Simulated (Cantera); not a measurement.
What does this Cantera script print?

```python
import numpy as np
import cantera as ct

gas_names = """
    F F2 N NF NF2 NF3 N2 Si SiF SiF2 SiF3 SiF4 SiN Si2 Si2N Si3
""".split()
cond_names = """
    Si(cr) Si(L) Si3N4(a)
""".split()


# ... load() reads the species with a 1 bar reference pressure and builds the phases ...
atoms = {
    'Si': {'Si': 1},
    'NF3': {'N': 1, 'F': 3},
    'N2': {'N': 2},
}
top_T = {'Si3N4(a)': 2400}  # K; cautious upper limits of use, not melting points


# ... equilibrate(T, P, feed) seeds the gas with the atoms and calls Mixture.equilibrate('TP', solver="vcs", rtol=1e-11, max_steps=5000) ...
results = []
feed = {'Si': 1, 'NF3': 5.2, 'N2': 43}  # mol
T = 600  # K
for P in [1, 6.8, 46, 320, 2200, 15000, 100000]:
    mix = equilibrate(T, P, feed)
    results.append((T, P, feed, dict(zip(mix.species_names, mix.species_moles))))
    x = sorted(zip(gas.X, gas.species_names), reverse=True)
    print(f"T = {T:g} K  P = {P:g} Pa  gas = {mix.phase_moles(0):.4g} mol")
    print("   x: " + "  ".join(f"{s} {v:.3e}" for v, s in x if v > 1e-06))
    print("   condensed (mol): " + ("  ".join(f"{mix.phase(i).name} {mix.phase_moles(i):.4g}"
          for i in range(1, mix.n_phases) if mix.phase_moles(i) > 1e-12) or "none"))
```

Output:

```
T = 600 K  P = 1 Pa  gas = 52.55 mol
   x: N2 8.657e-01  F2 9.725e-02  SiF4 1.903e-02  F 1.386e-02  NF3 4.127e-03
   condensed (mol): none
T = 600 K  P = 6.8 Pa  gas = 51.46 mol
   x: N2 8.758e-01  F2 7.920e-02  NF3 2.074e-02  SiF4 1.943e-02  F 4.798e-03
   condensed (mol): none
T = 600 K  P = 46 Pa  gas = 49.91 mol
   x: N2 8.883e-01  NF3 5.046e-02  F2 3.986e-02  SiF4 2.003e-02  F 1.309e-03
   condensed (mol): none
T = 600 K  P = 320 Pa  gas = 48.99 mol
   x: N2 8.959e-01  NF3 6.981e-02  SiF4 2.041e-02  F2 1.354e-02  F 2.892e-04
   condensed (mol): none
T = 600 K  P = 2200 Pa  gas = 48.67 mol
   x: N2 8.986e-01  NF3 7.678e-02  SiF4 2.055e-02  F2 3.987e-03  F 5.985e-05
   condensed (mol): none
T = 600 K  P = 15000 Pa  gas = 48.57 mol
   x: N2 8.994e-01  NF3 7.885e-02  SiF4 2.059e-02  F2 1.128e-03  F 1.219e-05
   condensed (mol): none
T = 600 K  P = 100000 Pa  gas = 48.54 mol
   x: N2 8.996e-01  NF3 7.944e-02  SiF4 2.060e-02  F2 3.201e-04  F 2.515e-06
   condensed (mol): none
```

These are equilibrium values from Cantera (NASA tables, ideal gas, pure condensed phases), not measurements of a reactor.
